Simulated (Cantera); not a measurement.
Input (Python, Cantera) and output of one run.

```python
import numpy as np
import cantera as ct

gas_names = """
    H HI H2 I I2 N NH NH2 NH3 N2 N2H2 N2H4 Na NaH NaI Na2
""".split()
cond_names = """
    I2(cr) I2(L) Na(cr) Na(L) NaI(s) NaI(L)
""".split()


def load(file, names, dense=False):
    # The tables refer to 1 bar. Condensed volumes are neglected.
    table = {s.name: s for s in ct.Species.list_from_file(file)}
    out = []
    for n in names:
        d = dict(table[n].input_data)
        d["thermo"] = dict(d["thermo"], **{"reference-pressure": 1e5})
        if dense:
            d["equation-of-state"] = {"model": "constant-volume", "density": "1e6 g/cm^3"}
        out.append(ct.Species.from_dict(d))
    return out


gas = ct.Solution(thermo="ideal-gas", species=load("nasa_gas.yaml", gas_names))
cond = {s.name: ct.Solution(thermo="fixed-stoichiometry", species=[s], name=s.name)
        for s in load("nasa_condensed.yaml", cond_names, dense=True)}
atoms = {
    'NaI': {'Na': 1, 'I': 1},
    'H2': {'H': 2},
    'N2': {'N': 2},
}
top_T = {}  # K; cautious upper limits of use, not melting points


def equilibrate(T, P, feed):
    n = {}
    for name, mol in feed.items():
        for a, k in atoms[name].items():
            n[a] = n.get(a, 0.0) + k * mol
    gas.TPX = T, P, n
    mass = sum(n.values()) * gas.mean_molecular_weight
    gas.equilibrate("TP")
    valid = [c for c in cond.values() if c.min_temp <= T <= top_T.get(c.name, c.max_temp)]
    mix = ct.Mixture([(gas, mass / gas.mean_molecular_weight)] + [(c, 0.0) for c in valid])
    mix.T, mix.P = T, P
    mix.equilibrate("TP", solver="vcs", rtol=1e-11, max_steps=5000)
    return mix


results = []
T = 1875  # K
P = 110  # Pa
for m in [0.21, 0.37, 0.64, 1.1, 1.9, 3.4, 5.8, 10, 18, 30, 53]:
    feed = {'NaI': 1, 'H2': 3.8, 'N2': m}  # mol
    mix = equilibrate(T, P, feed)
    results.append((T, P, feed, dict(zip(mix.species_names, mix.species_moles))))

top = {s: max(r[3][s] / sum(r[3][g] for g in gas_names) for r in results) for s in gas_names}
cols = sorted((s for s in top if top[s] > 0.0001), key=lambda s: -top[s])[:6]
seen = [c for c in cond_names if any(r[3].get(c, 0) > 1e-12 for r in results)]
print("log10 of partial pressures in bar; condensed amounts in mol")
print(f"{'n(N2)':>10s}" + "".join(f"{s[:9]:>10s}" for s in cols + seen))
for T, P, feed, n in results:
    ng = sum(n[g] for g in gas_names)
    print(f"{feed['N2']:10.4g}" + "".join(f"{np.log10(max(n[s] / ng * P / 1e5, 1e-99)):10.3f}" for s in cols)
          + "".join(f"{n.get(c, 0):10.4g}" for c in seen))
```

It prints:

```
log10 of partial pressures in bar; condensed amounts in mol
     n(N2)        N2        H2        Na         I       NaI         H
      0.21    -4.388    -3.137    -3.934    -3.944    -4.105    -4.752
      0.37    -4.155    -3.149    -3.943    -3.953    -4.123    -4.758
      0.64    -3.937    -3.170    -3.958    -3.967    -4.152    -4.768
       1.1    -3.734    -3.202    -3.982    -3.991    -4.199    -4.785
       1.9    -3.548    -3.254    -4.019    -4.028    -4.274    -4.810
       3.4    -3.378    -3.337    -4.081    -4.088    -4.396    -4.852
       5.8    -3.251    -3.443    -4.161    -4.168    -4.557    -4.905
        10    -3.153    -3.582    -4.271    -4.277    -4.775    -4.974
        18    -3.078    -3.765    -4.421    -4.426    -5.073    -5.066
        30    -3.035    -3.946    -4.575    -4.579    -5.381    -5.156
        53    -3.004    -4.166    -4.770    -4.773    -5.770    -5.266
```

Cantera equilibrium calculation (NASA polynomials, part measured and part estimated; ideal gas, pure solids and liquids).
